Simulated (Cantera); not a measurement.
Input (Python, Cantera):

```python
import numpy as np
import cantera as ct

gas = ct.Solution("h2o2.yaml")
gas.TPX = 625, 83000, {'H2': 1, 'O2': 0.417, 'N2': 1.57}
flame = ct.FreeFlame(gas, width=0.046)
flame.set_refine_criteria(ratio=3, slope=0.08, curve=0.16)
flame.transport_model = "unity-Lewis-number"
flame.solve(loglevel=0, auto=True)
z, T = flame.grid, flame.T
thick = (T[-1] - T[0]) / np.gradient(T, z).max()
show = ['H2', 'O2', 'H', 'H2O', 'OH', 'O']
print(f"laminar burning velocity  {flame.velocity[0] * 100:.3f} cm/s")
print(f"burnt temperature         {T[-1]:.1f} K")
print(f"thermal thickness         {thick * 1e3:.4f} mm")
print(f"grid points               {len(z)}")
z0 = z[flame.heat_release_rate.argmax()]
print(f"{'z/mm':>9s}{'T/K':>9s}{'u/(m/s)':>9s}" + "".join(f"{s:>11s}" for s in show))
rows = []
for k in (-3, -2, -1.5, -1, -0.5, -0.25, 0, 0.25, 0.5, 1, 2, 4, 8):
    zz = z0 + k * thick
    rows.append([k * thick, np.interp(zz, z, T), np.interp(zz, z, flame.velocity),
                 *(np.interp(zz, z, flame.X[gas.species_index(s)]) for s in show)])
    print(f"{rows[-1][0] * 1e3:9.3f}{rows[-1][1]:9.1f}{rows[-1][2]:9.3f}" + "".join(f"{x:11.3e}" for x in rows[-1][3:]))
```

It prints:

```
laminar burning velocity  561.244 cm/s
burnt temperature         2541.4 K
thermal thickness         0.4691 mm
grid points               125
     z/mm      T/K  u/(m/s)         H2         O2          H        H2O         OH          O
   -1.407    625.0    5.612  3.348e-01  1.396e-01  1.704e-14  6.663e-09  2.026e-15  4.965e-14
   -0.938    625.0    5.612  3.348e-01  1.396e-01  1.390e-12  1.446e-07  1.668e-13  4.087e-12
   -0.704    625.0    5.613  3.348e-01  1.396e-01  9.344e-11  1.723e-06  1.104e-11  2.693e-10
   -0.469    625.2    5.614  3.348e-01  1.396e-01  7.763e-09  2.781e-05  7.321e-10  1.665e-08
   -0.235    646.8    5.800  3.324e-01  1.383e-01  5.607e-05  2.773e-03  9.992e-06  1.006e-05
   -0.117    837.5    7.421  3.049e-01  1.251e-01  4.761e-03  3.166e-02  4.250e-04  3.936e-04
    0.000   1286.1   11.085  1.775e-01  6.918e-02  5.331e-02  1.426e-01  4.004e-03  5.770e-03
    0.117   1579.2   13.346  8.604e-02  2.638e-02  8.516e-02  2.218e-01  1.067e-02  1.144e-02
    0.235   1723.6   14.403  7.528e-02  1.791e-02  7.776e-02  2.387e-01  1.384e-02  1.168e-02
    0.469   1883.6   15.536  7.620e-02  1.434e-02  6.192e-02  2.493e-01  1.608e-02  9.924e-03
    0.938   2049.3   16.673  7.659e-02  1.112e-02  4.626e-02  2.612e-01  1.720e-02  7.530e-03
    1.876   2207.2   17.724  7.521e-02  7.956e-03  3.275e-02  2.744e-01  1.682e-02  5.111e-03
    3.753   2344.9   18.615  7.265e-02  5.144e-03  2.210e-02  2.875e-01  1.494e-02  3.082e-03
```

Cantera simulation using the H2/O2 subset of GRI-Mech 3.0, which has no nitrogen chemistry; the numbers are that mechanism's predictions, not measurements. Unity Lewis numbers drop preferential diffusion, which matters most where H2 and H carry the flame. Burning velocities carry a grid error of a few per cent, more on coarse grids.
